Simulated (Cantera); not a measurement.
# Carbon deposition, reforming and gasification: C2H6 + CO2 + N2

Charge: 1 mol C2H6, 0.022 mol CO2, 26 mol N2, at 70.0 Pa.

Equilibrium computed with Cantera from the NASA thermochemical tables; the gas is ideal and each condensed phase is pure. Candidate condensed phases: C, C6H6, C7H8, C8H18, H2O; 136 gas species. Rates play no part.

From 1623 K to 2523 K the condensed part is C(graphite). The main C-bearing gas is CO at 1623 K and HCN at 2523 K. The share of C in condensed phases is highest at 1623 K (96.8 %) and lowest at 2523 K (68.2 %).

```
T (K)  log p N2  log p H  log p H2  log p HCN  log p CN  log p CO  n C(graphite)
-----  --------  -------  --------  ---------  --------  --------  -------------
1623      -3.20    -6.23     -4.14      -6.30    -10.49     -5.97           1.96
1773      -3.20    -5.62     -4.15      -5.95     -9.30     -5.98           1.93
1923      -3.21    -5.11     -4.17      -5.66     -8.31     -5.98           1.88
2073      -3.21    -4.69     -4.23      -5.43     -7.45     -5.98           1.80
2223      -3.22    -4.36     -4.34      -5.27     -6.72     -5.99           1.71
2373      -3.23    -4.13     -4.56      -5.19     -6.08     -6.00           1.60
2523      -3.24    -4.00     -4.89      -5.19     -5.53     -6.01           1.38
```
log p: log10 of the partial pressure in bar; n: condensed amount in mol.
